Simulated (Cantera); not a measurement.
A perfectly stirred reactor is fed with 1.56 % CH₄, 98.4 % H₂, at 0.132 atm; it is held at 1875 K, and followed from long to short residence time.

Cantera simulation using GRI-Mech 3.0 (53 species, 325 reactions); the numbers are that mechanism's predictions, not measurements. GRI-Mech 3.0 stops at C3 and has no aromatics, soot or wall deposition, so with more carbon than oxygen in the feed, carbon stays in small species such as C2H2 where larger ones or solid carbon would form.

x: mole fraction; the columns are a selection and need not sum to one.

```csv
τ (s),x CH₄,x H₂,x C₂H₆,x CH₃,x C₂H₄
2.4,0.00193,0.990,2.70e-8,6.93e-5,1.29e-5
0.76,[?],0.989,[?],[?],1.26e-5
0.24,0.00530,0.988,1.95e-7,0.000186,1.29e-5
0.075,[?],0.986,[?],[?],[?]
0.024,0.0113,0.985,7.93e-7,0.000367,1.85e-5
0.0074,0.0138,0.984,9.95e-7,0.000396,2.04e-5
0.0023,0.0150,0.984,7.06e-7,0.000305,1.45e-5
0.00073,0.0155,0.984,1.99e-7,0.000142,3.71e-6
```

Question: Complete the blanks.

Answer: 
- 0.76, x CH₄: 0.00324
- 0.76, x C₂H₆: 7.45e-8
- 0.76, x CH₃: 0.000115
- 0.075, x CH₄: 0.00818
- 0.075, x C₂H₆: 4.46e-7
- 0.075, x CH₃: 0.000279
- 0.075, x C₂H₄: 1.49e-5
